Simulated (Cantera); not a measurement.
Charge: 1 mol SiH4, 3.9 mol NH3, at 0.000720 bar.

Equilibrium computed with Cantera from the NASA thermochemical tables; the gas is ideal and each condensed phase is pure. Candidate condensed phases: Si, Si3N4; 18 gas species. Mutual solubility and eutectic melting of coexisting phases are not modelled. Gases not in the tables: Si2H6 and higher silanes. Rates play no part.

Task: Which condensed phases are stable at each of these points (T (K)): 1050, 1150, 1250, 1350, 1450, 1550, 1650, 1750, 1850?

Result: 
```tsv
T (K)	condensed phases	Si condensed (%)
1050	Si3N4(s)	100.0
1150	Si3N4(s)	100.0
1250	Si3N4(s)	100.0
1350	Si3N4(s)	100.0
1450	Si3N4(s)	100.0
1550	Si(s) + Si3N4(s)	99.9
1650	Si(s)	99.6
1750	Si(l)	97.8
1850	Si(l)	90.5
```

From 1050 K to 1450 K the condensed part is Si3N4(s). At 1550 K the condensed part is Si(s) + Si3N4(s). At 1650 K the condensed part is Si(s). From 1750 K to 1850 K the condensed part is Si(l).
